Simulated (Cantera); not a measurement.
# NO annealing gas

An isothermal, constant-pressure homogeneous reactor starts with 5.88 % NO, 94.1 % N2, at 1923 K and 0.133 bar.

Model: GRI-Mech 3.0 (53 species, 325 reactions), integrated in Cantera.

| t (s) | x NO | x O2 | x N2 | x O | x NO2 | x N2O |
|---|---|---|---|---|---|---|
| 7.00e-6 | 0.0588 | <1e-12 | 0.941 | 2.10e-9 | <1e-12 | 2.10e-9 |
| 2.28e-5 | 0.0588 | <1e-12 | 0.941 | 6.84e-9 | 7.87e-12 | 6.82e-9 |
| 7.43e-5 | 0.0588 | 6.68e-12 | 0.941 | 2.23e-8 | 8.19e-11 | 2.21e-8 |
| 0.000242 | 0.0588 | 7.16e-11 | 0.941 | 7.34e-8 | 8.26e-10 | 7.08e-8 |
| 0.000788 | 0.0588 | 7.73e-10 | 0.941 | 2.46e-7 | 7.44e-9 | 2.19e-7 |
| 0.00257 | 0.0588 | 8.86e-9 | 0.941 | 8.79e-7 | 5.27e-8 | 6.07e-7 |
| 0.00837 | 0.0588 | 1.17e-7 | 0.941 | 3.47e-6 | 2.79e-7 | 1.24e-6 |
| 0.0273 | 0.0588 | 1.79e-6 | 0.941 | 1.28e-5 | 1.10e-6 | 1.54e-6 |
| 0.0888 | 0.0587 | 2.26e-5 | 0.941 | 2.88e-5 | 2.44e-6 | 1.53e-6 |
| 0.289 | 0.0585 | 0.000131 | 0.941 | 3.35e-5 | 2.82e-6 | 1.51e-6 |
| 0.942 | 0.0578 | 0.000505 | 0.942 | 3.86e-5 | 3.26e-6 | 1.47e-6 |
| 3.07 | 0.0551 | 0.00183 | 0.943 | 5.29e-5 | 4.36e-6 | 1.33e-6 |
| 10.0 | 0.0455 | 0.00663 | 0.948 | 8.63e-5 | 6.02e-6 | 9.06e-7 |
x: mole fraction; the columns are a selection and need not sum to one.

Equilibrium at this temperature and pressure: NO 0.00250, O2 0.0281, N2 0.969, O 0.000167, NO2 6.58e-7, N2O 5.74e-8 (gas phase only).
